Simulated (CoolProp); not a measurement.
Vapour-liquid equilibrium of R114 (1) + n-pentane (2) at 362.1 K; x and y are mole fractions of (1).

Model: multi-fluid Helmholtz-energy mixture model, Platzer 1990 and Thol 2019; pair parameters Bell 2016, in CoolProp. This equation is an older, rougher fit; its heat capacities, sound speeds and derivatives of the liquid may be far off and weren't checked against measurements.

```
x      bubble pressure (bar)  y at the bubble point  dew pressure at overall composition x (bar)  liquid density (mol/L)
-----  ---------------------  ---------------------  -------------------------------------------  ----------------------
0.05                   5.132                  0.135                                        4.778                   7.608
0.125                  5.885                  0.286                                        5.087                   7.562
0.2                    6.570                  0.398                                        5.433                   7.517
0.275                  7.194                  0.486                                        5.822                   7.471
0.35                   7.763                  0.558                                        6.260                   7.426
0.425                  8.287                  0.619                                        6.751                   7.381
0.5                    8.770                  0.674                                        7.300                   7.338
0.575                  9.221                  0.724                                        7.906                   7.298
0.65                   9.644                  0.771                                        8.558                   7.260
0.725                  10.04                  0.817                                        9.234                   7.227
0.8                    10.42                  0.864                                        9.896                   7.198
0.875                  10.77                  0.912                                        10.50                   7.176
0.95                   11.10                  0.963                                        11.02                   7.161
```

No azeotrope shows between x = 0.05 and 0.95.

Pair parameters are fitted to limited data, so mixtures are less certain than the pure fluids.
